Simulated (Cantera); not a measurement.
Cu2O + H2 + N2 (hydrogen reduction and annealing atmospheres)

Feed: 1 mol Cu2O, 320 mol H2, 1 mol N2, equilibrated at 1 atm.

Method: chemical equilibrium by Gibbs-energy minimisation in Cantera with the NASA 1993 tables (ideal gas, pure condensed phases). Candidate condensed phases: Cu, CuO, Cu(OH)2, Cu2O, H2O; 27 gas species. Rates play no part.

| T (K) | x H2 | x H2O | x N2 | x NH3 | x H | n Cu(s) | n Cu(l) |
|---|---|---|---|---|---|---|---|
| 875 | 0.994 | 0.00312 | 0.00307 | 8.30e-5 | 4.97e-11 | 2.00 | 0 |
| 925 | 0.994 | 0.00312 | 0.00309 | 5.55e-5 | 2.58e-10 | 2.00 | 0 |
| 975 | 0.994 | 0.00312 | 0.00310 | 3.85e-5 | 1.13e-9 | 2.00 | 0 |
| 1025 | 0.994 | 0.00312 | 0.00310 | 2.77e-5 | 4.31e-9 | 2.00 | 0 |
| 1075 | 0.994 | 0.00312 | 0.00311 | 2.05e-5 | 1.45e-8 | 2.00 | 0 |
| 1125 | 0.994 | 0.00312 | 0.00311 | 1.55e-5 | 4.40e-8 | 2.00 | 0 |
| 1175 | 0.994 | 0.00312 | 0.00311 | 1.21e-5 | 1.21e-7 | 2.00 | 0 |
| 1225 | 0.994 | 0.00312 | 0.00311 | 9.54e-6 | 3.09e-7 | 2.00 | 0 |
| 1275 | 0.994 | 0.00312 | 0.00311 | 7.69e-6 | 7.30e-7 | 2.00 | 0 |
| 1325 | 0.994 | 0.00312 | 0.00311 | 6.30e-6 | 1.62e-6 | 2.00 | 0 |
| 1375 | 0.994 | 0.00312 | 0.00311 | 5.23e-6 | 3.39e-6 | 0 | 2.00 |
| 1425 | 0.994 | 0.00312 | 0.00311 | 4.40e-6 | 6.76e-6 | 0 | 2.00 |
x: gas mole fraction; n: condensed amount in mol.

From 875 K to 1325 K the condensed part is Cu(s). From 1375 K to 1425 K the condensed part is Cu(l).
